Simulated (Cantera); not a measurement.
Input (Python, Cantera):

```python
import numpy as np
import cantera as ct

gas = ct.Solution("h2o2.yaml")
gas.TPX = 375, 1000000, {'H2': 1, 'O2': 0.417, 'N2': 1.57}
flame = ct.FreeFlame(gas, width=0.008)
flame.set_refine_criteria(ratio=3, slope=0.08, curve=0.16)
flame.transport_model = "mixture-averaged"
flame.solve(loglevel=0, auto=True)
z, T = flame.grid, flame.T
thick = (T[-1] - T[0]) / np.gradient(T, z).max()
show = ['H2', 'O2', 'O', 'HO2', 'OH', 'H2O2']
print(f"laminar burning velocity  {flame.velocity[0] * 100:.3f} cm/s")
print(f"burnt temperature         {T[-1]:.1f} K")
print(f"thermal thickness         {thick * 1e3:.4f} mm")
print(f"grid points               {len(z)}")
z0 = z[flame.heat_release_rate.argmax()]
print(f"{'z/mm':>9s}{'T/K':>9s}{'u/(m/s)':>9s}" + "".join(f"{s:>11s}" for s in show))
rows = []
for k in (-3, -2, -1.5, -1, -0.5, -0.25, 0, 0.25, 0.5, 1, 2, 4, 8):
    zz = z0 + k * thick
    rows.append([k * thick, np.interp(zz, z, T), np.interp(zz, z, flame.velocity),
                 *(np.interp(zz, z, flame.X[gas.species_index(s)]) for s in show)])
    print(f"{rows[-1][0] * 1e3:9.3f}{rows[-1][1]:9.1f}{rows[-1][2]:9.3f}" + "".join(f"{x:11.3e}" for x in rows[-1][3:]))
```

Output:

```
laminar burning velocity  310.447 cm/s
burnt temperature         2472.2 K
thermal thickness         0.0219 mm
grid points               114
     z/mm      T/K  u/(m/s)         H2         O2          O        HO2         OH       H2O2
   -0.066    375.0    3.104  3.347e-01  1.396e-01  1.061e-10  1.226e-09  5.010e-13  2.085e-10
   -0.044    375.1    3.104  3.345e-01  1.397e-01  9.720e-10  1.515e-08  5.153e-12  2.622e-09
   -0.033    375.6    3.104  3.335e-01  1.399e-01  9.476e-09  2.583e-07  1.615e-10  4.545e-08
   -0.022    380.6    3.125  3.287e-01  1.409e-01  1.039e-07  4.863e-06  1.314e-08  8.613e-07
   -0.011    484.0    3.815  2.949e-01  1.452e-01  5.599e-06  4.477e-04  1.717e-05  6.090e-05
   -0.005    856.2    6.466  2.415e-01  1.342e-01  1.867e-04  1.589e-03  8.798e-04  2.100e-04
    0.000   1353.4    9.971  1.750e-01  9.911e-02  1.520e-03  7.590e-04  2.517e-03  8.179e-05
    0.005   1700.0   12.414  1.186e-01  5.737e-02  3.197e-03  3.503e-04  5.585e-03  7.666e-06
    0.011   1898.4   13.805  8.631e-02  3.035e-02  3.649e-03  1.610e-04  8.763e-03  4.241e-06
    0.022   2088.9   15.103  6.605e-02  1.124e-02  3.138e-03  5.012e-05  1.158e-02  2.409e-06
    0.044   2240.9   16.084  6.044e-02  4.814e-03  1.865e-03  1.838e-05  1.083e-02  1.399e-06
    0.088   2346.9   16.737  5.795e-02  2.332e-03  8.540e-04  7.409e-06  8.140e-03  8.460e-07
    0.175   2413.4   17.134  5.612e-02  9.741e-04  3.362e-04  2.461e-06  5.445e-03  4.458e-07
```

Cantera simulation using the H2/O2 subset of GRI-Mech 3.0, which has no nitrogen chemistry; the numbers are that mechanism's predictions, not measurements. The hydrogen kinetics of GRI-Mech 3.0 are dated; newer H2 mechanisms differ, most at raised pressure. Burning velocities carry a grid error of a few per cent, more on coarse grids.
